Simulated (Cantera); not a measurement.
Charge: 1 mol Cr, 5.6 mol O2, a varied amount of H2, held at 2425 °C and 133 Pa.

Cantera equilibrium calculation (NASA polynomials, part measured and part estimated; ideal gas, pure solids and liquids). Candidate condensed phases: Cr, Cr2O3, H2O; 13 gas species. Kinetics and transport are ignored.

x: gas mole fraction; nothing condenses.

```csv
n(H2) (mol),x H,x H2,x O,x H2O,x OH,x Cr
57,0.685,0.196,0.0542,0.0273,0.0244,0.00866
73,0.700,0.205,0.0429,0.0226,0.0197,0.00709
94,0.712,0.212,?,?,?,?
120,0.722,0.218,0.0266,0.0149,0.0126,0.00462
160,0.731,0.224,0.0201,0.0116,0.00965,0.00356
200,0.736,0.227,?,?,?,?
260,0.741,0.230,0.0125,0.00738,0.00607,0.00226
340,0.745,0.233,0.00956,0.00572,0.00468,0.00175
```

**Question.** Fill in the missing entries.

**Answer.** 
- 200, x O: 0.0162
- 200, x H2O: 0.00942
- 200, x OH: 0.00781
- 200, x Cr: 0.00290
- 94, x O: 0.0337
- 94, x H2O: 0.0184
- 94, x OH: 0.0158
- 94, x Cr: 0.00573
